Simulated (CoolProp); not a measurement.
Toluene at 304.24 K and 0.292 MPa is throttled through a valve to 0.099 MPa with no heat exchange. Each further row changes one setting.

Model: reference Helmholtz-energy equation of state, Lemmon 2006, in CoolProp. It is a short technical equation, of lower accuracy than the large ones.

| case | final density (kg/m³) |
|---|---|
| as stated | 856 |
| outlet pressure 0.0297 MPa | 856 |
| outlet pressure 0.129 MPa | 857 |
